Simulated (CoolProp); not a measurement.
Properties of n-undecane at several states.

Computed with CoolProp (reference Helmholtz-energy equation of state, Aleksandrov 2011). It is a short technical equation, of lower accuracy than the large ones.

| T (K) | p (bar) | phase | cv (kJ/(kg K)) | speed of sound (m/s) | Joule-Thomson coefficient (K/MPa) | isothermal compressibility (1/MPa) | fugacity coefficient |
|---|---|---|---|---|---|---|---|
| 470.7 | 36.2 | liquid | (withheld) | 711.5 | (withheld) | (withheld) | 0.03445 |
| 615.6 | 0.753 | gas | (withheld) | 179.7 | (withheld) | 13.51 | 0.9832 |
| 504.5 | 9.99 | liquid | (withheld) | (withheld) | (withheld) | 0.006318 | 0.2120 |

Task: Some entries are withheld; supply them.

Result: 
- 470.7, cv (kJ/(kg K)): 2.469
- 470.7, Joule-Thomson coefficient (K/MPa): -0.1975
- 470.7, isothermal compressibility (1/MPa): 0.003784
- 615.6, cv (kJ/(kg K)): 2.848
- 615.6, Joule-Thomson coefficient (K/MPa): 9.496
- 504.5, cv (kJ/(kg K)): 2.592
- 504.5, speed of sound (m/s): 570.6
- 504.5, Joule-Thomson coefficient (K/MPa): -0.06420
